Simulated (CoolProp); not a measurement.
n-hexane at 298.15 K and 0.0118 MPa is compressed adiabatically to 0.0731 MPa with isentropic efficiency 0.9. Each further row changes one setting.

Model: reference Helmholtz-energy equation of state, Thol 2019, in CoolProp.

```csv
case,work (kJ/kg),final temperature (K),final phase,final density (kg/m³)
as stated,[?],334.7,gas,2.35
efficiency 1,54.2,331.8,"two-phase, vapour fraction 0.998",2.38
efficiency 0.65,[?],[?],gas,2.26
```

### Question
Fill in the missing entries.

### Answer

- as stated, work (kJ/kg): 60.2
- efficiency 0.65, work (kJ/kg): 83.4
- efficiency 0.65, final temperature (K): 347.0
